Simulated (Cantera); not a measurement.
A closed system holds: 1 mol Si3N4, 1.7 mol CO2, 70 mol H2, equilibrated at 1 atm.

Equilibrium computed with Cantera from the NASA thermochemical tables; the gas is ideal and each condensed phase is pure. Candidate condensed phases: C, C6H6, C7H8, C8H18, H2O, Si, SiC, SiO2, Si2N2O, Si3N4; 151 gas species. Mutual solubility and eutectic melting of coexisting phases are not modelled. The tables hold silica as quartz up to 1696 K and as liquid above; real silica turns to tridymite and cristobalite and melts near 1996 K. Gases not in the tables: Si2H6 and higher silanes. Equilibrium is a limit: real reactors are often held back by kinetics, nucleation or transport.

**Question.** Which condensed phases are stable at each of these points (T (°C)): 777, 927, 1077, 1227, 1377, 1527, 1677?

**Answer.** 
| T (°C) | condensed phases | Si condensed (%) |
|---|---|---|
| 777 | SiO2(β-quartz) + Si2N2O(s) | 100.0 |
| 927 | C(graphite) + SiO2(β-quartz) + Si2N2O(s) | 100.0 |
| 1077 | SiO2(β-quartz) + Si2N2O(s) | 100.0 |
| 1227 | SiO2(β-quartz) + Si2N2O(s) | 100.0 |
| 1377 | SiO2(β-quartz) + Si2N2O(s) | 99.0 |
| 1527 | Si2N2O(s) | 86.9 |
| 1677 | SiC(s) + Si2N2O(s) | 46.8 |

At 777 °C the condensed part is SiO2(β-quartz) + Si2N2O(s). At 927 °C the condensed part is C(graphite) + SiO2(β-quartz) + Si2N2O(s). From 1077 °C to 1377 °C the condensed part is SiO2(β-quartz) + Si2N2O(s). At 1527 °C the condensed part is Si2N2O(s). At 1677 °C the condensed part is SiC(s) + Si2N2O(s).
